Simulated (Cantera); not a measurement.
Charge: 1 mol SiH4, 2 mol NH3, 79 mol N2, equilibrated at 0.250 bar.

These are equilibrium values from Cantera (NASA tables, ideal gas, pure condensed phases), not measurements of a reactor. Candidate condensed phases: Si, Si3N4; 18 gas species. Equilibrium is a limit: real reactors are often held back by kinetics, nucleation or transport. All values below are at 875 K.

Base state: N2 0.941, H2 0.0593 (mole fractions); condensed: Si3N4(s).

**Question.** What changes in the equilibrium state with this change: SiH4 replaced by SiF4?

**Answer.** 
```csv
species,before,after
N2,0.941,0.952
H2,0.0593,0.0357
SiF4,0,0.0119
HF,0,2.92e-5
"Si3N4(s), mol",0.333,0.000183
```
